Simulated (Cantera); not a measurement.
Input: 1 mol toluene, 2.4 mol H₂O, 0.013 mol NH₃, at 0.890 bar.

Cantera equilibrium calculation (NASA polynomials, part measured and part estimated; ideal gas, pure solids and liquids). Candidate condensed phases: C, C₆H₆, C₇H₈, C₈H₁₈, H₂O; 136 gas species. The numbers say what is thermodynamically allowed, not how fast it happens.

x: gas mole fraction; n: condensed amount in mol.

```tsv
T (K)	x H₂	x CO	x H₂O	x CH₄	x CO₂	x N₂	x NH₃	n C(graphite)
898	0.599	0.103	0.139	0.102	0.0554	0.000947	1.56e-5	5.22
948	0.649	0.158	0.0884	0.0644	0.0389	0.000872	1.15e-5	5.07
998	0.679	0.207	0.0510	0.0400	0.0225	0.000816	8.39e-6	4.87
1048	0.696	0.239	0.0277	0.0252	0.0113	0.000780	6.20e-6	4.71
1098	0.707	0.256	[?]	[?]	[?]	0.000761	[?]	4.63
1148	0.713	0.265	0.00807	0.0108	0.00254	0.000750	3.62e-6	4.60
1198	0.718	0.268	[?]	[?]	[?]	0.000744	[?]	4.59
1248	0.721	0.270	0.00267	0.00515	0.000642	0.000740	2.28e-6	4.58
```

Problem. What belongs in the gaps?

Solution. 
- 1198, x H₂O: 0.00455
- 1198, x CH₄: 0.00735
- 1198, x CO₂: 0.00125
- 1198, x NH₃: 2.85e-6
- 1098, x H₂O: 0.0148
- 1098, x CH₄: 0.0162
- 1098, x CO₂: 0.00534
- 1098, x NH₃: 4.68e-6
